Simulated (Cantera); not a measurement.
## Ammonia decomposition in nitride growth gas

A perfectly stirred reactor is fed with 40.0 % NH3, 60.0 % H2, at 130000 Pa; it is held at 2125 K, and followed from long to short residence time.

Computed with Cantera and the gas-phase N/H chemistry of the illustrative SiF4/NH3 mechanism in the Surface Chemkin manual (1991). Walls and surfaces, which speed up NH3 decomposition in real reactors, are not modelled.

```csv
τ (s),x NH3,x H2,x NH,x NH2,x N2H2,x N2H4
3.1,0.00301,0.853,2.76e-6,3.01e-5,5.46e-9,2.10e-10
1.4,0.00481,0.852,4.02e-6,4.60e-5,1.23e-8,4.90e-10
0.59,0.00853,0.849,5.92e-6,7.45e-5,3.01e-8,1.28e-9
0.26,0.0158,0.845,8.30e-6,0.000120,7.08e-8,3.35e-9
0.11,0.0318,0.835,1.14e-5,0.000201,1.72e-7,9.33e-9
0.049,0.0611,0.816,1.49e-5,0.000319,3.80e-7,2.35e-8
0.021,0.114,0.783,1.88e-5,0.000492,8.03e-7,5.60e-8
0.0092,0.187,0.736,2.23e-5,0.000691,1.46e-6,1.11e-7
0.0040,0.266,0.685,2.48e-5,0.000877,2.25e-6,1.78e-7
```
x: mole fraction; the columns are a selection and need not sum to one.
